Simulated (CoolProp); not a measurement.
Vapour pressure (MPa) of R236EA: the reference equation beside estimates from Tc = 412.4 K, pc = 3.414 MPa, ω = 0.368.

Values from CoolProp's reference Helmholtz-energy equation of state, Rui 2013.

| T (K) | reference | Lee-Kesler | Redlich-Kwong | Peng-Robinson |
|---|---|---|---|---|
| 266.8 | 0.05909 | 0.05867 | 0.1478 | 0.05957 |
| 271.9 | 0.07414 | 0.07375 | 0.1762 | 0.07452 |
| 277 | 0.09209 | 0.09177 | 0.2085 | 0.09234 |
| 282.2 | 0.1138 | 0.1136 | 0.2457 | 0.1138 |
| 287.3 | 0.1387 | 0.1387 | 0.2866 | 0.1386 |
| 292.4 | 0.1678 | 0.1680 | 0.3322 | 0.1675 |
| 297.5 | 0.2013 | 0.2018 | 0.3828 | 0.2008 |
| 302.6 | 0.2399 | 0.2407 | 0.4387 | 0.2391 |
| 307.7 | 0.2838 | 0.2851 | 0.5001 | 0.2829 |
| 312.9 | 0.3348 | 0.3365 | 0.5688 | 0.3337 |
| 318 | 0.3913 | 0.3934 | 0.6423 | 0.3901 |
| 323.1 | 0.4549 | 0.4573 | 0.7222 | 0.4536 |
| 328.2 | 0.5259 | 0.5288 | 0.8087 | 0.5247 |
| 333.3 | 0.6051 | 0.6082 | 0.9021 | 0.6040 |

Absolute difference from the reference over all 14 rows, mean and median: Lee-Kesler 0.4 and 0.5 %, Redlich-Kwong 91.4 and 86.5 %, Peng-Robinson 0.3 and 0.3 %.
